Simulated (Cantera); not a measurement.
A perfectly stirred reactor is fed with 66.7 % NO, 33.3 % N2, at 1.01 bar; it is held at 1923 K, and followed from long to short residence time.

Cantera simulation using GRI-Mech 3.0 (53 species, 325 reactions); the numbers are that mechanism's predictions, not measurements.

One state of this run: x NO = 0.568; x N2 = 0.382; x N2O = 0.000141; x NO2 = 0.000576; x O2 = 0.0487. x: mole fraction; the columns are a selection and need not sum to one.

Q: Which value of τ (s) does it belong to?
(A) 0.00021
(B) 0.44
(C) 0.0027
(D) 0.19

A: D, 0.19
